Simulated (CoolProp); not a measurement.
A simple Rankine cycle with n-butane: condensing at 325.15 K, boiler at 2.13 MPa, turbine inlet 431 K, turbine efficiency 0.8, pump efficiency 0.7, no recuperator. Each further row changes one setting.

Computed with CoolProp (reference Helmholtz-energy equation of state, Bücker 2006).

```csv
case,thermal efficiency (%),net work (kJ/kg),heat in (kJ/kg),turbine exit temperature (K),volume ratio over the turbine
as stated,10.2,52.6,518,389.5,4.38
turbine inlet 451 K,10.0,57.1,570,411.2,4.27
condensing temperature 317.15 K,11.3,61.0,538,384.4,5.41
boiler pressure 1.49 MPa,7.9,42.3,536,402.3,2.92
turbine efficiency 0.7,8.8,45.5,518,392.8,4.43
```
